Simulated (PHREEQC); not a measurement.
A solution holds 0.099 mol/kgw HF and 0.83 mol/kgw KF, at 20 °C. Closed to the air; pH follows from the charge balance.

All values are PHREEQC results (ion-association model, phreeqc.dat), not measurements.

Task: The ionic strength comes out as 0.830 mol/kgw. What activity coefficients do H+, K+, F-, HF2- get?

Result: H+ 0.75, K+ 0.61, F- 0.60, HF2- 0.77.

Precipitation was switched off in this run. Ionic strength above about 0.7 mol/kgw puts this run outside the model's range.
